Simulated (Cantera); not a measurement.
Feed: 1 mol C2H5OH, 23 mol H2, equilibrated at 1175 K.

Cantera equilibrium calculation (NASA polynomials, part measured and part estimated; ideal gas, pure solids and liquids). Candidate condensed phases: C, C6H6, C7H8, C8H18, H2O; 110 gas species. The ideal-gas law is rough above about 30 bar. Equilibrium is a limit: real reactors are often held back by kinetics, nucleation or transport.

Q: Which condensed phases are stable at each of these points (P (Pa)): 10, 100, 1000, 10000, 100000, 1000000, 10000000?

A: 
```csv
P (Pa),condensed phases,C condensed (%)
10,C(graphite),50.0
100,C(graphite),50.0
1000,C(graphite),49.8
10000,C(graphite),47.8
100000,C(graphite),28.9
1000000,gas only,0.0
10000000,gas only,0.0
```

From 0.0750 Torr to 750 Torr the condensed part is C(graphite). From 7500 Torr to 75000 Torr nothing is condensed.
